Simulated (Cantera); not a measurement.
A perfectly stirred reactor is fed with H2 : O2 = 0.45 : 1 (molar parts), equivalence ratio 0.23, at 0.00230 bar; it is held at 1025 K, and followed from long to short residence time.

Computed with Cantera and GRI-Mech 3.0 (53 species, 325 reactions). Radical loss at walls, strong at low pressure, is not modelled. The temperature is held fixed by assumption; the heat of reaction is taken as removed at once.

### Question
What does this change do: O2 1 to 2.6 parts?

### Answer
| quantity | before | after |
|---|---|---|
| x(H2) at τ = 1.40 s | 0.00500 | 0.00204 |
| x(O2) at τ = 1.40 s | 0.621 | 0.827 |
| x(O) at τ = 1.40 s | 0.0108 | 0.0118 |
| x(OH) at τ = 1.40 s | 0.00309 | 0.00218 |
| x(H2O2) at τ = 1.40 s | 1.19e-7 | 5.14e-8 |
| x(H2) at τ = 56.0 ms | 0.0250 | 0.0113 |
| x(O2) at τ = 56.0 ms | 0.574 | 0.788 |
| x(O) at τ = 56.0 ms | 0.0448 | 0.0369 |
| x(OH) at τ = 56.0 ms | 0.00646 | 0.00464 |
| x(H2O2) at τ = 56.0 ms | 6.19e-8 | 4.41e-8 |

### Question
What does this change do: pressure from 0.00230 bar to 0.0133 bar?

### Answer
| quantity | before | after |
|---|---|---|
| x(H2) at τ = 1.40 s | 0.00500 | 0.00148 |
| x(O2) at τ = 1.40 s | 0.621 | 0.632 |
| x(O) at τ = 1.40 s | 0.0108 | 0.00110 |
| x(OH) at τ = 1.40 s | 0.00309 | 0.000943 |
| x(H2O2) at τ = 1.40 s | 1.19e-7 | 7.16e-7 |
| x(H2) at τ = 56.0 ms | 0.0250 | 0.00999 |
| x(O2) at τ = 56.0 ms | 0.574 | 0.625 |
| x(O) at τ = 56.0 ms | 0.0448 | 0.00802 |
| x(OH) at τ = 56.0 ms | 0.00646 | 0.00307 |
| x(H2O2) at τ = 56.0 ms | 6.19e-8 | 8.40e-7 |
